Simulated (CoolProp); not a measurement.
500 sccm (0 °C, 1 atm) of nitrogen bubbles through liquid o-xylene at 334.7 K and leaves saturated at a total pressure of 0.129 MPa (ideal gas phase). Each further row changes one setting.

Computed with CoolProp (reference Helmholtz-energy equation of state, Zhou 2012).

| case | vapour pressure (kPa) | mole fraction of vapour | delivery (mg/min) | delivery (sccm) | change of delivery for a bath 1 K warmer (%) |
|---|---|---|---|---|---|
| as stated | 5.85 | 0.0453 | 112 | 23.7 | 4.8 |
| bath temperature 339.7 K | 7.28 | 0.0565 | 142 | 29.9 | 4.7 |
| total pressure 0.258 MPa | 5.85 | 0.0227 | 54.9 | 11.6 | 4.7 |
